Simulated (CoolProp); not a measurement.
Properties of R245fa along the isobar 44.6 bar (Tc = 153.9 °C, pc = 36.51 bar, ω = 0.378).

Values from CoolProp's reference Helmholtz-energy equation of state, Akasaka 2015.

| T (°C) | phase | expansivity (1/kK) | Prandtl number | fugacity coefficient |
|---|---|---|---|---|
| -57.25 | liquid | 1.461 | 13.1 | 0.0004570 |
| -42.35 | liquid | 1.515 | 10.7 | 0.001366 |
| -27.35 | liquid | 1.578 | 8.97 | 0.003497 |
| -12.45 | liquid | 1.650 | 7.77 | 0.007792 |
| 2.55 | liquid | 1.738 | 6.85 | 0.01564 |
| 17.45 | liquid | 1.845 | 6.13 | 0.02854 |
| 32.35 | liquid | 1.976 | 5.54 | 0.04823 |
| 47.35 | liquid | 2.143 | 5.05 | 0.07660 |
| 62.25 | liquid | 2.356 | 4.63 | 0.1146 |
| 77.25 | liquid | 2.642 | 4.26 | 0.1638 |
| 92.15 | liquid | 3.037 | 3.95 | 0.2239 |
| 107.05 | liquid | 3.624 | 3.68 | 0.2946 |
| 122.05 | liquid | 4.602 | 3.47 | 0.3753 |
| 136.95 | liquid | 6.542 | 3.34 | 0.4626 |
| 151.95 | liquid | 12.62 | 3.49 | 0.5539 |
| 166.85 | supercritical | 76.60 | 4.83 | 0.6376 |

Viscosity comes from a separate model (Bell 2016), an estimate that may be off by 10 % or more. Thermal conductivity comes from a separate model (Huber 2003), an estimate that may be off by 10 % or more.
